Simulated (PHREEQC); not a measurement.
Solution (25 °C): 4.7 mmol/kgw NaHSO4, 35 mmol/kgw NaOH and 0.62 mmol/kgw LiCl. Closed to the air; pH follows from the charge balance.

Equilibrium calculation in PHREEQC: ion-association model, wateq4f.dat.

| quantity | before | after |
|---|---|---|
| pH | 12.39 | 12.32 |
| NaSO4- (mol/kgw) | 0.000402 | 0.000843 |
| SI of Mirabilite (Na2SO4:10H2O) | -4.55 | -4.20 |

Q: Name the change that produced these shifts.
A) NaHSO4 from 0.0047 to 0.0094 mol/kgw
B) LiCl from 0.00062 to 0.0062 mol/kgw
C) temperature from 25 to 60 °C
D) LiCl left out

A: A, NaHSO4 from 0.0047 to 0.0094 mol/kgw

This is a speciation only: nothing precipitates in the calculation.
